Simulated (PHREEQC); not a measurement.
Make-up at 14 °C: 0.012 mol/kgw NiCl2 and 3.7e-05 mol/kgw H3BO3. Closed to the air; pH follows from the charge balance.

Equilibrium calculation in PHREEQC: ion-association model, wateq4f.dat.

Each row changes one thing in this solution. No solid was allowed to form.

```csv
case,pH,ionic strength (mol/kgw)
as made,6.20,0.0352
0.0015 mol/kgw NaAlO2 added,7.70,0.0367
H3BO3 from 3.7e-05 to 7.4e-05 mol/kgw,?,0.0352
NiCl2 replaced by ZnCl2 at the same molality,?,0.0355
H3BO3 from 3.7e-05 to 0.000185 mol/kgw,6.16,0.0352
NiCl2 replaced by HCl at the same molality,1.96,0.0120
H3BO3 replaced by Pb(BF4)2 at the same molality,3.80,0.0355
```

Question: Complete the blanks.

Answer: 
- H3BO3 from 3.7e-05 to 7.4e-05 mol/kgw, pH: 6.19
- NiCl2 replaced by ZnCl2 at the same molality, pH: 5.59

Species that the database lacks are ignored. Some of these states are supersaturated (in Al(OH)3(a), Boehmite (slow to form), for instance). In wateq4f.dat the enthalpy of Ni(OH)2 has the wrong sign, so its saturation index can't be trusted away from 25 °C. At this temperature some constants are extrapolated from 25 °C, and those without enthalpy data are left unchanged.
